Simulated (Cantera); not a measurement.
Charge: 1 mol MgO, 0.53 mol H2S, 2.1 mol O2, at 1.00 bar.

These are equilibrium values from Cantera (NASA tables, ideal gas, pure condensed phases), not measurements of a reactor. Candidate condensed phases: H2O, H2SO4, Mg, MgO, Mg(OH)2, MgS, MgSO4, S; 26 gas species. Equilibrium is a limit: real reactors are often held back by kinetics, nucleation or transport. All values below are at 1177 °C.

Base state: O2 0.550, H2O 0.225, SO2 0.217, SO3 0.00784, OH 9.51e-5 (mole fractions); condensed: MgO(s).

### Question
What changes in the equilibrium state with this change: pressure from 1.00 bar to 0.170 bar?

### Answer
```
species       before     after
-----------  -------  --------
O2             0.550     0.551
H2O            0.225     0.224
SO2            0.217     0.221
SO3          0.00784   0.00330
OH           9.51e-5  0.000148
MgO(s), mol     1.00      1.00
```
